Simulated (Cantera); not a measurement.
Input: 1 mol NH3, 0.75 mol SO2, equilibrated at 850 K and 101000 Pa.

Cantera equilibrium calculation (NASA polynomials, part measured and part estimated; ideal gas, pure solids and liquids). Candidate condensed phases: H2O, H2SO4, S; 35 gas species. Gases not in the tables: S3 to S7. Kinetics and transport are ignored.

Task: What is the equilibrium state?

Result: 
| Quantity | Result |
|---|---|
| x(H2O) | 0.510 |
| x(N2) | 0.218 |
| x(H2S) | 0.144 |
| x(SO2) | 0.0712 |
| x(S2) | 0.0541 |
| x(S2O) | 0.00190 |
| x(H2) | 0.000675 |
| x(S8) | 5.71e-5 |
| x(SH) | 1.01e-6 |
| gas amount | 2.292 mol |
| log10 activity of S(l) (absent) | -0.51 |
| log10 activity of H2SO4(l) (absent) | -12.44 |
